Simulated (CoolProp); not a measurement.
Model: reference Helmholtz-energy equation of state, Bücker 2006, in CoolProp.

Q: For isobutane, give the phase and the viscosity (µPa s), fugacity coefficient at 301.85 °C and 5670 kPa; 301.85 °C and 8510 kPa.

A: 
- 301.85 °C and 5670 kPa: supercritical; viscosity 17.2, fugacity coefficient 0.854
- 301.85 °C and 8510 kPa: supercritical; viscosity 20.5, fugacity coefficient 0.794

Viscosity comes from a separate model (Vogel 2000).
